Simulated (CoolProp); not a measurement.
Vapour-liquid equilibrium of CHF3 (R23) (1) + R143a (2) at -64.05 °C; x and y are mole fractions of (1).

Model: multi-fluid Helmholtz-energy mixture model, Penoncello 2003 and Lemmon and Jacobsen 2000; pair parameters Bell 2016, in CoolProp.

```
x      bubble pressure (bar)  y at the bubble point  dew pressure at overall composition x (bar)  liquid density (mol/L)
-----  ---------------------  ---------------------  -------------------------------------------  ----------------------
0.05                  0.5116                  0.209                                       0.4420                   14.62
0.125                 0.6586                  0.432                                       0.4723                       …
0.2                   0.8198                  0.582                                       0.5071                   15.27
0.275                 0.9901                  0.686                                       0.5477                   15.61
0.35                   1.165                  0.761                                       0.5955                   15.96
0.425                  1.340                  0.815                                       0.6528                   16.32
0.5                    1.513                  0.857                                       0.7229                   16.70
0.575                  1.682                  0.889                                            …                   17.09
0.65                   1.845                  0.915                                       0.9231                   17.49
0.725                  2.005                  0.937                                        1.074                       …
0.8                        …                  0.956                                        1.286                   18.35
0.875                  2.319                  0.973                                        1.605                   18.81
0.95                   2.478                  0.989                                        2.111                   19.30
```

Q: What belongs in the gaps?

A: 
- 0.125, liquid density (mol/L): 14.94
- 0.575, dew pressure at overall composition x (bar): 0.8104
- 0.725, liquid density (mol/L): 17.91
- 0.8, bubble pressure (bar): 2.162

No azeotrope shows between x = 0.05 and 0.95.

Pair parameters are fitted to limited data, so mixtures are less certain than the pure fluids. The gap from Raoult's law changes sign with composition, which may be real or a fault of the pair parameters; it wasn't checked against measurements.
